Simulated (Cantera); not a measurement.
Input (Python, Cantera) and output of one run.

```python
import numpy as np
import cantera as ct

gas_names = """
    Fe FeO N NO NO2 NO3 N2 N2O O O2 O3 S SN SO SO2 SO3 S2 S2O S8
""".split()
cond_names = """
    Fe(a) Fe(c) Fe(d) Fe(L) FeO(s) FeO(L) FeS(a) FeS(b) FeS(c) FeS(L) FeSO4(s) FeS2(s) Fe2O3(s)
    Fe2S3O12(s) Fe3O4(s) S(cr1) S(cr2) S(L)
""".split()


def load(file, names, dense=False):
    # The tables refer to 1 bar. Condensed volumes are neglected.
    table = {s.name: s for s in ct.Species.list_from_file(file)}
    out = []
    for n in names:
        d = dict(table[n].input_data)
        d["thermo"] = dict(d["thermo"], **{"reference-pressure": 1e5})
        if dense:
            d["equation-of-state"] = {"model": "constant-volume", "density": "1e6 g/cm^3"}
        out.append(ct.Species.from_dict(d))
    return out


gas = ct.Solution(thermo="ideal-gas", species=load("nasa_gas.yaml", gas_names))
cond = {s.name: ct.Solution(thermo="fixed-stoichiometry", species=[s], name=s.name)
        for s in load("nasa_condensed.yaml", cond_names, dense=True)}
atoms = {
    'Fe2O3': {'Fe': 2, 'O': 3},
    'O2': {'O': 2},
    'N2': {'N': 2},
    'SO2': {'S': 1, 'O': 2},
}
top_T = {'FeSO4(s)': 950, 'FeS2(s)': 1010, 'Fe2O3(s)': 1830, 'Fe2S3O12(s)': 1100, 'Fe3O4(s)': 1870}  # K; cautious upper limits of use, not melting points


def equilibrate(T, P, feed):
    n = {}
    for name, mol in feed.items():
        for a, k in atoms[name].items():
            n[a] = n.get(a, 0.0) + k * mol
    gas.TPX = T, P, n
    mass = sum(n.values()) * gas.mean_molecular_weight
    gas.equilibrate("TP")
    valid = [c for c in cond.values() if c.min_temp <= T <= top_T.get(c.name, c.max_temp)]
    mix = ct.Mixture([(gas, mass / gas.mean_molecular_weight)] + [(c, 0.0) for c in valid])
    mix.T, mix.P = T, P
    mix.equilibrate("TP", solver="vcs", rtol=1e-11, max_steps=5000)
    return mix


results = []
feed = {'Fe2O3': 1, 'O2': 1.8, 'N2': 11, 'SO2': 0.21}  # mol
P = 320000  # Pa
for T in [600, 675, 750, 825, 900, 975, 1050, 1125]:
    mix = equilibrate(T, P, feed)
    results.append((T, P, feed, dict(zip(mix.species_names, mix.species_moles))))

top = {s: max(r[3][s] / sum(r[3][g] for g in gas_names) for r in results) for s in gas_names}
cols = sorted((s for s in top if top[s] > 0.001), key=lambda s: -top[s])[:8]
seen = [c for c in cond_names if any(r[3].get(c, 0) > 1e-12 for r in results)]
print("log10 of partial pressures in bar; condensed amounts in mol")
print(f"{'T/K':>10s}" + "".join(f"{s[:9]:>10s}" for s in cols + seen))
for T, P, feed, n in results:
    ng = sum(n[g] for g in gas_names)
    print(f"{T:10.4g}" + "".join(f"{np.log10(max(n[s] / ng * P / 1e5, 1e-99)):10.3f}" for s in cols)
          + "".join(f"{n.get(c, 0):10.4g}" for c in seen))
```

It prints:

```
log10 of partial pressures in bar; condensed amounts in mol
       T/K        N2        O2       SO2       SO3  Fe2O3(s) Fe2S3O12(
       600     0.443    -0.369   -10.520    -7.019      0.93      0.07
       675     0.443    -0.369    -7.742    -5.197      0.93   0.06999
       750     0.443    -0.369    -5.524    -3.743    0.9302   0.06976
       825     0.442    -0.370    -3.714    -2.556    0.9339   0.06607
       900     0.438    -0.371    -2.208    -1.569    0.9744   0.02561
       975     0.434    -0.368    -1.700    -1.496         1         0
      1050     0.434    -0.363    -1.511    -1.678         1         0
      1125     0.433    -0.359    -1.408    -1.896         1         0
```

Method: chemical equilibrium by Gibbs-energy minimisation in Cantera with the NASA 1993 tables (ideal gas, pure condensed phases).
